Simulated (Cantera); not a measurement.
Charge: 1 mol Si, 4.2 mol Cl2, 0.11 mol N2, at 10.0 Torr.

Equilibrium computed with Cantera from the NASA thermochemical tables; the gas is ideal and each condensed phase is pure. Candidate condensed phases: Si, Si3N4; 13 gas species. The tables' values for SiCl3 are old estimates; treat these amounts as uncertain. The numbers say what is thermodynamically allowed, not how fast it happens. All values below are at 1102 °C.

Base state: Cl2 0.541, SiCl4 0.280, Cl 0.149, N2 0.0308, SiCl3 1.45e-5 (mole fractions); condensed: gas only.

Task: What changes in the equilibrium state with this change: pressure from 10.0 Torr to 750 Torr?

Result: 
| species | before | after |
|---|---|---|
| Cl2 | 0.541 | 0.649 |
| SiCl4 | 0.280 | 0.299 |
| N2 | 0.0308 | 0.0329 |
| Cl | 0.149 | 0.0188 |
| SiCl3 | 1.45e-5 | 1.63e-6 |
